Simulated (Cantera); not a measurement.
A closed system holds: 1 mol (CH3)2SiCl2, 0.26 mol CH4, 290 mol H2, equilibrated at 2223.15 K and 0.0133 bar.

These are equilibrium values from Cantera (NASA tables, ideal gas, pure condensed phases), not measurements of a reactor. Candidate condensed phases: C, C6H6, C7H8, C8H18, Si, SiC; 109 gas species. The feed counts by its element totals alone. The tables' values for SiCl are old estimates; treat these amounts as uncertain. Gases not in the tables: Si2H6 and higher silanes. Equilibrium is a limit: real reactors are often held back by kinetics, nucleation or transport.

Base state: H2 0.934, H 0.0537, HCl 0.00629, C2H2 (acetylene) 0.00271, Si 0.00262, SiC2 0.000274, Cl 0.000262, SiH 0.000124 (mole fractions); condensed: C(graphite).

Q: What changes in the equilibrium state with this change: temperature from 2223.15 K to 1600 K?

A: 
| species | before | after |
|---|---|---|
| H2 | 0.934 | 0.993 |
| HCl | 0.00629 | 0.00678 |
| H | 0.0537 | 0.000469 |
| C2H2 (acetylene) | 0.00271 | 2.73e-5 |
| Si | 0.00262 | 7.69e-8 |
| SiC2 | 0.000274 | <1e-9 |
| Si2C | 0.000109 | <1e-9 |
| SiH | 0.000124 | 1.93e-8 |
| C(graphite), mol | 0.403 | 1.24 |
| SiC(s), mol | 0 | 0.999 |
